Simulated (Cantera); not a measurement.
Feed: 1 mol C2H6, 0.03 mol H2O, held at 2823.15 K and 75.0 Torr.

Method: chemical equilibrium by Gibbs-energy minimisation in Cantera with the NASA 1993 tables (ideal gas, pure condensed phases). Candidate condensed phases: C, C6H6, C7H8, C8H18, H2O; 110 gas species. Equilibrium is a limit: real reactors are often held back by kinetics, nucleation or transport.

Base state: H2 0.724, H 0.239, C2H2 (acetylene) 0.0261, CO 0.00862, C2H 0.00113, C3 0.000419, C4H2 0.000391, C 8.47e-5 (mole fractions); condensed: C(graphite).

Q: What changes in the equilibrium state with this change: temperature from 2823.15 K to 575 K?

A: 
```csv
species,before,after
CH4,5.00e-6,0.782
H2,0.724,0.201
H2O,7.52e-9,0.0175
H,0.239,<1e-9
C2H2 (acetylene),0.0261,<1e-9
C2H,0.00113,<1e-9
C3,0.000419,<1e-9
C4H2,0.000391,<1e-9
C,8.47e-5,<1e-9
"C(graphite), mol",1.77,0.671
```

Q: What changes in the equilibrium state with this change: H2O from 0.03 to 0.14 mol?

A: 
```json
[
 {"species": "H2", "before": "0.724", "after": "0.700"},
 {"species": "H", "before": "0.239", "after": "0.235"},
 {"species": "CO", "before": "0.00862", "after": "0.0376"},
 {"species": "C2H2 (acetylene)", "before": "0.0261", "after": "0.0252"},
 {"species": "CH3", "before": "2.74e-5", "after": "2.60e-5"},
 {"species": "CH2", "before": "2.03e-5", "after": "1.96e-5"},
 {"species": "C(graphite), mol", "before": "1.77", "after": "1.65"}
]
```
